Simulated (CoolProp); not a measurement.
Computed with CoolProp (reference Helmholtz-energy equation of state, de Vries 1995).

Give the vapour pressure (kPa), liquid cp (kJ/(kg K)), vapour Z, vapour viscosity (µPa s) of saturated R124 at -1.35, 37.65 °C.


```tsv
T (°C)	p (kPa)	liquid cp (kJ/(kg K))	vapour Z	vapour viscosity (µPa s)
-1.35	155	1.08	0.942	11.7
37.65	556	1.17	0.860	13.6
```

Viscosity comes from a separate model (Bell 2016), an estimate that may be off by 10 % or more.
